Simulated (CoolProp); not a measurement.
Chlorine along the isobar 8690 kPa: Z from the reference equation and from simpler models built on Tc = 416.9 K, pc = 7642 kPa, ω = 0.070; each cubic takes its own stable root.

The numbers come from the reference Helmholtz-energy equation of state, Thol 2021 in CoolProp.

| T (K) | phase | reference |
|---|---|---|
| 227.7 | liquid | 0.2024 |
| 236.4 | liquid | 0.1978 |
| 245.1 | liquid | 0.1936 |
| 253.8 | liquid | 0.1898 |
| 262.5 | liquid | 0.1863 |
| 271.2 | liquid | 0.1832 |
| 279.9 | liquid | 0.1804 |
| 288.6 | liquid | 0.1780 |
| 297.3 | liquid | 0.1758 |
| 306 | liquid | 0.1740 |
| 314.7 | liquid | 0.1724 |

Problem. How far does each simpler model (van der Waals, Redlich-Kwong, Soave-Redlich-Kwong, Peng-Robinson) lie from the reference over these 11 states: mean and median of the absolute difference, and the worst?

Solution. 
- van der Waals: mean 56.0 %, median 55.9 %, worst +58.2 % at 227.7 K and 8690 kPa
- Redlich-Kwong: mean 8.1 %, median 7.9 %, worst +9.0 % at 314.7 K and 8690 kPa
- Soave-Redlich-Kwong: mean 8.1 %, median 8.0 %, worst +8.6 % at 314.7 K and 8690 kPa
- Peng-Robinson: mean 4.2 %, median 4.3 %, worst -4.4 % at 279.9 K and 8690 kPa
